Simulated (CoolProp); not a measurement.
Vapour-liquid equilibrium of n-hexane (1) + o-xylene (2) at 378.2 K; x and y are mole fractions of (1).

Computed with CoolProp (multi-fluid Helmholtz-energy mixture model, Thol 2019 and Zhou 2012; pair parameters Bell 2016).

Problem. Give the bubble pressure and the first vapour's composition at x = 0.35, 0.5, 0.65. Is there an azeotrope?

Solution. x = 0.35: 126.1 kPa, y = 0.823; x = 0.5: 161.8 kPa, y = 0.888; x = 0.65: 196.3 kPa, y = 0.931. No azeotrope shows between x = 0.05 and 0.95.

The pair parameters rest on a limited set of measurements; away from them the model extrapolates.
